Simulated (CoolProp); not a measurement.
The numbers come from the reference Helmholtz-energy equation of state, Lemmon 2006 in CoolProp. It is a short technical equation, of lower accuracy than the large ones.

### Question
Give the vapour pressure (MPa), liquid density (kg/m³), enthalpy of vaporisation (kJ/kg), liquid cp (kJ/(kg K)) of saturated R142b at -46.65, -37.35, -28.05 °C.

### Answer
| T (°C) | p (MPa) | liquid density (kg/m³) | enthalpy of vaporisation (kJ/kg) | liquid cp (kJ/(kg K)) |
|---|---|---|---|---|
| -46.65 | 0.0164 | 1270 | 243 | 1.17 |
| -37.35 | 0.0274 | 1250 | 239 | 1.18 |
| -28.05 | 0.0439 | 1230 | 234 | 1.20 |
